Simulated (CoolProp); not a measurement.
Vapour-liquid equilibrium of R143a (1) + R152A (2) at 561 kPa; x and y are mole fractions of (1).

Values from CoolProp's multi-fluid Helmholtz-energy mixture model, Lemmon and Jacobsen 2000 and Outcalt 1996; pair parameters Bell 2016.

Q: Give the bubble temperature and the first vapour's composition at x = 0.05, 0.5, 0.8. Is there an azeotrope?

A: x = 0.05: 20.6 °C, y = 0.105; x = 0.5: 6.3 °C, y = 0.667; x = 0.8: 0.2 °C, y = 0.880. No azeotrope shows between x = 0.05 and 0.95.

Pair parameters are fitted to limited data, so mixtures are less certain than the pure fluids.
